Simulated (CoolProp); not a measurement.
Model: reference Helmholtz-energy equation of state, Lemmon 2006, in CoolProp. It is a short technical equation, of lower accuracy than the large ones.

**Question.** For CH3F (R41), give the phase and the Z, cv (kJ/(kg K)) at 229 K and 18300 kPa; 284.4 K and 18300 kPa.

**Answer.** 
- 229 K and 18300 kPa: liquid; Z 0.390, cv 1.22
- 284.4 K and 18300 kPa: liquid; Z 0.368, cv 1.19
